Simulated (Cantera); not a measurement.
**Carbon deposition, reforming and gasification: C₃H₆ + CO₂ + N₂**

A closed system holds: 1 mol C₃H₆, 0.81 mol CO₂, a varied amount of N₂, at 2023 K and 41.3 Torr.

Equilibrium computed with Cantera from the NASA thermochemical tables; the gas is ideal and each condensed phase is pure. Candidate condensed phases: C, C₆H₆, C₇H₈, C₈H₁₈, H₂O; 136 gas species. Equilibrium is a limit: real reactors are often held back by kinetics, nucleation or transport.

From 0.82 mol N₂ to 24 mol N₂ the condensed part is C(graphite). The main C-bearing gas is CO throughout. The share of C in condensed phases is highest at 0.82 mol N₂ (56.6 %) and lowest at 24 mol N₂ (53.6 %).

| n(N₂) (mol) | x N₂ | x H₂ | x CO | x HCN | n C(graphite) |
|---|---|---|---|---|---|
| 0.82 | 0.148 | 0.544 | 0.297 | 0.00457 | 2.16 |
| 2.7 | 0.365 | 0.403 | 0.221 | 0.00618 | 2.14 |
| 4.6 | 0.494 | 0.319 | 0.175 | 0.00640 | 2.12 |
| 6.6 | 0.584 | 0.261 | 0.144 | 0.00630 | 2.11 |
| 8.5 | 0.643 | 0.223 | 0.123 | 0.00611 | 2.10 |
| 10 | 0.680 | 0.200 | 0.111 | 0.00594 | 2.09 |
| 12 | 0.718 | 0.175 | 0.0973 | 0.00572 | 2.08 |
| 14 | 0.748 | 0.156 | 0.0869 | 0.00551 | 2.08 |
| 16 | 0.772 | 0.141 | 0.0784 | 0.00532 | 2.07 |
| 18 | 0.792 | 0.128 | 0.0715 | 0.00514 | 2.06 |
| 20 | 0.809 | 0.118 | 0.0657 | 0.00497 | 2.05 |
| 22 | 0.823 | 0.109 | 0.0608 | 0.00482 | 2.05 |
| 24 | 0.835 | 0.101 | 0.0565 | 0.00468 | 2.04 |
x: gas mole fraction; n: condensed amount in mol.
